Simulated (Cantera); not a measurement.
Input (Python, Cantera) and output of one run.

```python
import numpy as np
import cantera as ct

gas_names = """
    CL CL2 H HCL H2 Si SiCL SiCL2 SiCL3 SiCL4 SiH SiHCL3 SiH2 SiH2CL2 SiH3 SiH3CL SiH4 Si2 Si3
""".split()
cond_names = """
    Si(cr) Si(L)
""".split()


# ... load() reads the species with a 1 bar reference pressure and builds the phases ...
atoms = {
    'SiHCl3': {'Si': 1, 'H': 1, 'CL': 3},
    'HCl': {'H': 1, 'CL': 1},
    'H2': {'H': 2},
}
top_T = {}  # K; cautious upper limits of use, not melting points


# ... equilibrate(T, P, feed) seeds the gas with the atoms and calls Mixture.equilibrate('TP', solver="vcs", rtol=1e-11, max_steps=5000) ...
results = []
feed = {'SiHCl3': 1, 'HCl': 0.15, 'H2': 58}  # mol
P = 39000  # Pa
for T in [925, 1000, 1075, 1150, 1225, 1300, 1375, 1450]:
    mix = equilibrate(T, P, feed)
    results.append((T, P, feed, dict(zip(mix.species_names, mix.species_moles))))

top = {s: max(r[3][s] / sum(r[3][g] for g in gas_names) for r in results) for s in gas_names}
cols = sorted((s for s in top if top[s] > 1e-06), key=lambda s: -top[s])[:5]
seen = [c for c in cond_names if any(r[3].get(c, 0) > 1e-12 for r in results)]
print("log10 of partial pressures in bar; condensed amounts in mol")
print(f"{'T/K':>10s}" + "".join(f"{s[:9]:>10s}" for s in cols + seen))
for T, P, feed, n in results:
    ng = sum(n[g] for g in gas_names)
    print(f"{T:10.4g}" + "".join(f"{np.log10(max(n[s] / ng * P / 1e5, 1e-99)):10.3f}" for s in cols)
          + "".join(f"{n.get(c, 0):10.4g}" for c in seen))
```

Output:

```
log10 of partial pressures in bar; condensed amounts in mol
       T/K        H2       HCL     SiCL4    SiHCL3     SiCL2    Si(cr)
       925    -0.417    -2.814    -2.557    -2.600    -5.052     0.156
      1000    -0.418    -2.525    -2.596    -2.641    -4.403     0.216
      1075    -0.420    -2.289    -2.671    -2.708    -3.867    0.3018
      1150    -0.422    -2.100    -2.803    -2.817    -3.436     0.406
      1225    -0.425    -1.962    -3.022    -2.991    -3.112    0.5089
      1300    -0.427    -1.874    -3.354    -3.248    -2.896    0.5859
      1375    -0.429    -1.831    -3.786    -3.579    -2.773    0.6263
      1450    -0.429    -1.813    -4.261    -3.941    -2.708    0.6395
```

These are equilibrium values from Cantera (NASA tables, ideal gas, pure condensed phases), not measurements of a reactor. The tables' values for SiCl3 are old estimates; treat these amounts as uncertain.
